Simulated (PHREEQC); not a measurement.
MgCl2 is added in steps, without added water, to 1 kg of water holding 4.3 mmol/kgw CuSO4, 2.8 mmol/kgw HNO3 and 160 mmol/kgw NaCl, at 25 °C. Oxygen is held at 0.21 atm. The system is closed to CO2. Solids allowed: Halite. Others were left out.

Base run: PHREEQC, ion-association model, phreeqc.dat. Each further column changes one thing. The table gives pH.

```json
[
 {"MgCl2 added (mol)": "0", "base": "2.69", "diluted 10-fold with water": "3.61", "temperature from 25 to 90 °C": "2.81", "no solid may form": "2.69"},
 {"MgCl2 added (mol)": "0.01", "base": "2.69", "diluted 10-fold with water": "3.63", "temperature from 25 to 90 °C": "2.77", "no solid may form": "2.69"},
 {"MgCl2 added (mol)": "0.02", "base": "2.68", "diluted 10-fold with water": "3.63", "temperature from 25 to 90 °C": "2.75", "no solid may form": "2.68"},
 {"MgCl2 added (mol)": "0.03", "base": "2.68", "diluted 10-fold with water": "3.64", "temperature from 25 to 90 °C": "2.74", "no solid may form": "2.68"},
 {"MgCl2 added (mol)": "0.04", "base": "2.68", "diluted 10-fold with water": "3.65", "temperature from 25 to 90 °C": "2.73", "no solid may form": "2.68"},
 {"MgCl2 added (mol)": "0.05", "base": "2.68", "diluted 10-fold with water": "3.65", "temperature from 25 to 90 °C": "2.73", "no solid may form": "2.68"},
 {"MgCl2 added (mol)": "0.06", "base": "2.68", "diluted 10-fold with water": "3.65", "temperature from 25 to 90 °C": "2.73", "no solid may form": "2.68"},
 {"MgCl2 added (mol)": "0.07", "base": "2.68", "diluted 10-fold with water": "3.66", "temperature from 25 to 90 °C": "2.72", "no solid may form": "2.68"},
 {"MgCl2 added (mol)": "0.08", "base": "2.68", "diluted 10-fold with water": "3.66", "temperature from 25 to 90 °C": "2.72", "no solid may form": "2.68"}
]
```

 Away from 25 °C the constants follow the database's enthalpies or fits; those with neither stay at their 25 °C values.
